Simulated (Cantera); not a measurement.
## Catalytic combustion on Pt

An isothermal plug-flow reactor at 625 K and 190000 Pa (inlet), inlet velocity 0.58 m/s, active area per volume 2000 1/m; feed H2 : O2 : N2 = 0.0034 : 0.16 : 0.79 (molar parts).

Computed with Cantera and Deutschmann's 1995 Pt surface mechanism with GRI-Mech 3.0 gas chemistry. Catalytic surfaces can have several steady states; this one follows from the mechanism file's or the stated starting coverage. Mass transfer to the wall is taken as infinitely fast.

```json
[
 {"z (m)": "0.00025", "x H2": "0.00185", "x O2": "0.167", "x H2O": "0.00172", "θ free Pt": "0.0186", "θ O*": "0.978", "θ OH*": "0.00317"},
 {"z (m)": "0.00042", "x H2": "0.00139", "x O2": "0.167", "x H2O": "0.00218", "θ free Pt": "0.0140", "θ O*": "0.983", "θ OH*": "0.00291"},
 {"z (m)": "0.00071", "x H2": "0.000975", "x O2": "0.167", "x H2O": "0.00260", "θ free Pt": "0.00990", "θ O*": "0.988", "θ OH*": "0.00257"},
 {"z (m)": "0.0012", "x H2": "0.000647", "x O2": "0.167", "x H2O": "0.00292", "θ free Pt": "0.00663", "θ O*": "0.991", "θ OH*": "0.00218"},
 {"z (m)": "0.002", "x H2": "0.000415", "x O2": "0.167", "x H2O": "0.00316", "θ free Pt": "0.00436", "θ O*": "0.994", "θ OH*": "0.00181"},
 {"z (m)": "0.0033", "x H2": "0.000259", "x O2": "0.166", "x H2O": "0.00331", "θ free Pt": "0.00287", "θ O*": "0.996", "θ OH*": "0.00149"},
 {"z (m)": "0.0055", "x H2": "0.000152", "x O2": "0.166", "x H2O": "0.00342", "θ free Pt": "0.00192", "θ O*": "0.997", "θ OH*": "0.00123"},
 {"z (m)": "0.0092", "x H2": "8.20e-5", "x O2": "0.166", "x H2O": "0.00349", "θ free Pt": "0.00138", "θ O*": "0.998", "θ OH*": "0.00105"},
 {"z (m)": "0.015", "x H2": "3.95e-5", "x O2": "0.166", "x H2O": "0.00353", "θ free Pt": "0.00109", "θ O*": "0.998", "θ OH*": "0.000938"},
 {"z (m)": "0.025", "x H2": "1.39e-5", "x O2": "0.166", "x H2O": "0.00356", "θ free Pt": "0.000946", "θ O*": "0.998", "θ OH*": "0.000874"}
]
```
x: gas mole fraction; θ: surface coverage.
